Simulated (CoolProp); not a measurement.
Properties of chlorine along the isotherm 240.6 K (Tc = 416.9 K, pc = 7.642 MPa, ω = 0.070).

Values from CoolProp's reference Helmholtz-energy equation of state, Thol 2021.

```json
[
 {"p (MPa)": "1.19", "phase": "liquid", "cv (kJ/(kg K))": "0.4974", "speed of sound (m/s)": "1058"},
 {"p (MPa)": "2.39", "phase": "liquid", "cv (kJ/(kg K))": "0.4977", "speed of sound (m/s)": "1063"},
 {"p (MPa)": "3.58", "phase": "liquid", "cv (kJ/(kg K))": "0.4980", "speed of sound (m/s)": "1067"},
 {"p (MPa)": "4.78", "phase": "liquid", "cv (kJ/(kg K))": "0.4983", "speed of sound (m/s)": "1072"},
 {"p (MPa)": "5.97", "phase": "liquid", "cv (kJ/(kg K))": "0.4985", "speed of sound (m/s)": "1077"},
 {"p (MPa)": "7.16", "phase": "liquid", "cv (kJ/(kg K))": "0.4988", "speed of sound (m/s)": "1081"},
 {"p (MPa)": "8.36", "phase": "liquid", "cv (kJ/(kg K))": "0.4991", "speed of sound (m/s)": "1086"},
 {"p (MPa)": "9.55", "phase": "liquid", "cv (kJ/(kg K))": "0.4994", "speed of sound (m/s)": "1090"},
 {"p (MPa)": "10.7", "phase": "liquid", "cv (kJ/(kg K))": "0.4997", "speed of sound (m/s)": "1094"},
 {"p (MPa)": "11.9", "phase": "liquid", "cv (kJ/(kg K))": "0.5000", "speed of sound (m/s)": "1098"},
 {"p (MPa)": "13.1", "phase": "liquid", "cv (kJ/(kg K))": "0.5002", "speed of sound (m/s)": "1103"},
 {"p (MPa)": "14.3", "phase": "liquid", "cv (kJ/(kg K))": "0.5005", "speed of sound (m/s)": "1107"},
 {"p (MPa)": "15.5", "phase": "liquid", "cv (kJ/(kg K))": "0.5008", "speed of sound (m/s)": "1111"},
 {"p (MPa)": "16.7", "phase": "liquid", "cv (kJ/(kg K))": "0.5011", "speed of sound (m/s)": "1115"},
 {"p (MPa)": "17.9", "phase": "liquid", "cv (kJ/(kg K))": "0.5014", "speed of sound (m/s)": "1120"},
 {"p (MPa)": "19.1", "phase": "liquid", "cv (kJ/(kg K))": "0.5017", "speed of sound (m/s)": "1124"}
]
```
